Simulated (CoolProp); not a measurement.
Properties of hexamethyldisiloxane (MM) along the isobar 2680 kPa.

The numbers come from the reference Helmholtz-energy equation of state, Thol 2016 in CoolProp.

```
T (K)   phase  density (kg/m³)  speed of sound (m/s)  fugacity coefficient
-----  ------  ---------------  --------------------  --------------------
404.7  liquid            645.7                 557.7               0.09276
419.9  liquid            626.4                 510.6                0.1270
435.1  liquid            605.9                 463.3                0.1683
450.3  liquid            583.9                 415.4                0.2167
465.5  liquid            559.9                 366.4                0.2719
480.6  liquid            533.2                 316.0                0.3325
495.8  liquid            502.0                 262.5                0.3983
511    liquid            462.9                 204.0                0.4673
```
